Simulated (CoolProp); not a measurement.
The numbers come from the reference Helmholtz-energy equation of state, Thol 2019 in CoolProp.

Q: Give the vapour pressure (kPa), enthalpy of vaporisation (kJ/kg), surface tension (mN/m), liquid viscosity (µPa s) of saturated n-hexane at -19.15, -1.25 °C.

A: 
```csv
T (°C),p (kPa),enthalpy of vaporisation (kJ/kg),surface tension (mN/m),liquid viscosity (µPa s)
-19.15,1.97,395,22.6,485
-1.25,5.65,384,20.7,392
```

Viscosity comes from a separate model (Michailidou 2013). Surface tension comes from a separate correlation (Mulero 2012).
